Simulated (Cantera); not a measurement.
**Pyrogenic steam for wet oxidation**

A perfectly stirred reactor is fed with H2 : O2 : N2 = 0.43 : 1 : 3.9 (molar parts), equivalence ratio 0.21, at 0.132 atm; it is held at 850 K, and followed from long to short residence time.

Detailed kinetics in Cantera: GRI-Mech 3.0 (53 species, 325 reactions). Radical loss at walls, strong at low pressure, is not modelled. Below about 950 K walls govern HO2 and H2O2 in real vessels. The temperature is held fixed by assumption; the heat of reaction is taken as removed at once.

```
τ (s)      x H2   x O2       x O     x NO      x OH
------  -------  -----  --------  -------  --------
0.51    0.00893  0.157   1.82e-5  1.02e-9   1.08e-5
0.25     0.0105  0.158   3.12e-5  1.74e-9   1.85e-5
0.12     0.0128  0.159   5.21e-5  2.85e-9   3.07e-5
0.061    0.0156  0.160   8.09e-5  4.28e-9   4.74e-5
0.030    0.0196  0.162  0.000124  6.25e-9   7.23e-5
0.015    0.0247  0.164  0.000184  8.58e-9  0.000106
0.0072   0.0316  0.167  0.000269  1.11e-8  0.000151
0.0035   0.0400  0.170  0.000374  1.29e-8  0.000202
0.0017   0.0502  0.175  0.000479  1.22e-8  0.000245
```
x: mole fraction; the columns are a selection and need not sum to one.
